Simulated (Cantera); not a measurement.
Input (Python, Cantera) and output of one run.

```python
import numpy as np
import cantera as ct

gas_names = """
    H H2 H2S Ni NiS S SH S2 S8
""".split()
cond_names = """
    Ni(cr) Ni(L) NiS(b) NiS(a) NiS(L) NiS2(s) NiS2(L) Ni3S2(I) Ni3S2(II) Ni3S2(L) Ni3S4(s) S(cr1) S(cr2)
    S(L)
""".split()


# ... load() reads the species with a 1 bar reference pressure and builds the phases ...
atoms = {
    'NiS': {'Ni': 1, 'S': 1},
    'H2': {'H': 2},
}
top_T = {'Ni3S4(s)': 620}  # K; cautious upper limits of use, not melting points


# ... equilibrate(T, P, feed) seeds the gas with the atoms and calls Mixture.equilibrate('TP', solver="vcs", rtol=1e-11, max_steps=5000) ...
results = []
feed = {'NiS': 1, 'H2': 3.7}  # mol
T = 1200  # K
P = 1000  # Pa
mix = equilibrate(T, P, feed)
results.append((T, P, feed, dict(zip(mix.species_names, mix.species_moles))))
x = sorted(zip(gas.X, gas.species_names), reverse=True)
print(f"T = {T:g} K  P = {P:g} Pa  gas = {mix.phase_moles(0):.4g} mol")
print("   x: " + "  ".join(f"{s} {v:.3e}" for v, s in x if v > 1e-05))
print("   condensed (mol): " + ("  ".join(f"{mix.phase(i).name} {mix.phase_moles(i):.4g}"
      for i in range(1, mix.n_phases) if mix.phase_moles(i) > 1e-12) or "none"))
```

Result:

```
T = 1200 K  P = 1000 Pa  gas = 3.707 mol
   x: H2 9.119e-01  H2S 8.618e-02  S2 1.796e-03  SH 1.477e-04
   condensed (mol): Ni3S2(L) 0.3333
```

Cantera equilibrium calculation (NASA polynomials, part measured and part estimated; ideal gas, pure solids and liquids). Gases not in the tables: S3 to S7.
